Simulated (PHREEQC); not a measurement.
## Reverse-osmosis permeate: speciation

Model water analysis in mg/kgw, 25 °C, pH 5.95, pe 11.5:

| constituent | mg/kgw |
|---|---|
| Na | 1.25 |
| K | 0.27 |
| Ca | 4.48 |
| Mg | 0.893 |
| Cl | 8.56 |
| S(6) as SO4 | 3.42 |
| Alkalinity as HCO3 | 3.28 |
| Li | 0.00884 |
| Ba | 0.0698 |
| Si as SiO2 | 0.0273 |
| B | 0.00139 |
| Pb | 0.789 |

Cl is adjusted to close the charge balance.
Valence states are taken as typed.

The numbers come from PHREEQC with the ion-association model, phreeqc.dat.

Each row changes one thing in this solution. Precipitation was switched off in this run.

| case | CO2 (mol/kgw) | Pb+2 (mol/kgw) | CaSO4 (mol/kgw) | MgSO4 (mol/kgw) | PbHCO3+ (mol/kgw) | PbCO3 (mol/kgw) | SI of Pb(OH)2 (Pb(OH)2) | SI of Anglesite (PbSO4) |
|---|---|---|---|---|---|---|---|---|
| as made | 0.000134 | 3.42e-6 | 5.55e-7 | 2.40e-7 | 1.33e-7 | 1.18e-7 | -1.76 | -2.23 |
| temperature from 25 to 55 °C at the same typed pH | 0.000114 | 3.35e-6 | 6.65e-7 | (withheld) | (withheld) | 1.70e-7 | -0.84 | (withheld) |
| pH from 5.95 to 6.95 at the same alkalinity | 1.27e-5 | 2.46e-6 | (withheld) | 2.40e-7 | 9.04e-8 | 8.05e-7 | +0.09 | -2.37 |
| pH from 5.95 to 6.45 at the same alkalinity | 4.12e-5 | 3.12e-6 | 5.55e-7 | 2.40e-7 | 1.18e-7 | 3.33e-7 | -0.80 | (withheld) |

Q: Some entries are withheld; supply them.

A: 
- temperature from 25 to 55 °C at the same typed pH, MgSO4 (mol/kgw): 4.71e-7
- temperature from 25 to 55 °C at the same typed pH, PbHCO3+ (mol/kgw): 1.29e-7
- temperature from 25 to 55 °C at the same typed pH, SI of Anglesite (PbSO4): -2.39
- pH from 5.95 to 6.95 at the same alkalinity, CaSO4 (mol/kgw): 5.56e-7
- pH from 5.95 to 6.45 at the same alkalinity, SI of Anglesite (PbSO4): -2.27

Complexes and solids missing from the database can't appear. Some of these states are supersaturated (in Pb(OH)2, for instance). At this temperature some constants are extrapolated from 25 °C, and those without enthalpy data are left unchanged.
